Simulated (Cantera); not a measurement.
An adiabatic, constant-pressure homogeneous reactor starts with H2 : O2 : N2 = 1 : 1.61 : 6.06 (molar parts), at 1775 K and 0.987 atm. Integrator tolerance rtol = 1e-08.

Cantera simulation using GRI-Mech 3.0 (53 species, 325 reactions); the numbers are that mechanism's predictions, not measurements.

### Question
What does this change do: pressure from 0.987 atm to 4.93 atm?

### Answer
```tsv
quantity	before	after
time of steepest temperature rise	8.29 µs	1.61 µs
temperature at 6.00 s	2446 K	2477 K
equilibrium temperature	2446 K	2477 K
x(H2) at 6.00 s	0.00149 (gas-phase equilibrium 0.00149)	0.000793 (gas-phase equilibrium 0.000793)
x(O2) at 6.00 s	0.123 (gas-phase equilibrium 0.123)	0.124 (gas-phase equilibrium 0.124)
x(NO) at 6.00 s	0.0155 (gas-phase equilibrium 0.0155)	0.0164 (gas-phase equilibrium 0.0164)
x(H2O) at 6.00 s	0.114 (gas-phase equilibrium 0.114)	0.117 (gas-phase equilibrium 0.117)
x(O) at 6.00 s	0.00391 (gas-phase equilibrium 0.00391)	0.00205 (gas-phase equilibrium 0.00205)
x(OH) at 6.00 s	0.0114 (gas-phase equilibrium 0.0114)	0.00855 (gas-phase equilibrium 0.00855)
x(H2O2) at 6.00 s	2.51e-7 (gas-phase equilibrium 2.51e-7)	6.18e-7 (gas-phase equilibrium 6.18e-7)
```
The hydrogen kinetics of GRI-Mech 3.0 are dated; newer H2 mechanisms differ, most at raised pressure.
